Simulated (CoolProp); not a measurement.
Ethylene at 298.15 K and 0.193 MPa is throttled through a valve to 0.084 MPa with no heat exchange. Each further row changes one setting.

Model: reference Helmholtz-energy equation of state, Smukala 2000, in CoolProp.

```csv
case,temperature change (K),final density (kg/m³)
as stated,-1.1,0.959
outlet pressure 0.0252 MPa,-1.7,0.287
outlet pressure 0.109 MPa,-0.9,1.24
```
